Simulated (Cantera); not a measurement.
A perfectly stirred reactor is fed with CO : H2 : O2 : N2 = 1 : 0.1 : 1.38 : 5.17 (molar parts), at 180000 Pa; it is adiabatic with a 475 K inlet, and is followed from long to short residence time, starting on the burning branch (τ in s: 0.039, 0.019, 0.0094, 0.0046, 0.0023, 0.0011, 0.00055, 0.00027, 0.00013, 6.5e-05, 3.2e-05).

Computed with Cantera and GRI-Mech 3.0 (53 species, 325 reactions).

Task: What does this change do: pressure from 180000 Pa to 500000 Pa?

Result: 
```csv
quantity,before,after
"blow-out, bracketed by the residence times tried","burning at 1.10 ms, out at 0.550 ms","burning at 1.10 ms, out at 0.550 ms"
x(CO) at τ = 39.0 ms,0.00196,0.00104
x(H2) at τ = 39.0 ms,3.25e-5,1.26e-5
x(O2) at τ = 39.0 ms,0.117,0.117
x(CO2) at τ = 39.0 ms,0.139,0.140
x(O) at τ = 39.0 ms,0.000472,0.000125
x(CO) at τ = 1.10 ms,0.0231,0.0136
x(H2) at τ = 1.10 ms,0.000281,0.000133
x(O2) at τ = 1.10 ms,0.125,0.122
x(CO2) at τ = 1.10 ms,0.116,0.126
x(O) at τ = 1.10 ms,0.00299,0.00102
```
The hydrogen kinetics of GRI-Mech 3.0 are dated; newer H2 mechanisms differ, most at raised pressure.

Task: What does this change do: pressure from 180000 Pa to 1000000 Pa?

Result: 
```tsv
quantity	before	after
blow-out, bracketed by the residence times tried	burning at 1.10 ms, out at 0.550 ms	burning at 1.10 ms, out at 0.550 ms
x(CO) at τ = 39.0 ms	0.00196	0.000747
x(H2) at τ = 39.0 ms	3.25e-5	7.73e-6
x(O2) at τ = 39.0 ms	0.117	0.117
x(CO2) at τ = 39.0 ms	0.139	0.140
x(O) at τ = 39.0 ms	0.000472	4.97e-5
x(CO) at τ = 1.10 ms	0.0231	0.0109
x(H2) at τ = 1.10 ms	0.000281	9.35e-5
x(O2) at τ = 1.10 ms	0.125	0.121
x(CO2) at τ = 1.10 ms	0.116	0.129
x(O) at τ = 1.10 ms	0.00299	0.000424
```
The hydrogen kinetics of GRI-Mech 3.0 are dated; newer H2 mechanisms differ, most at raised pressure.
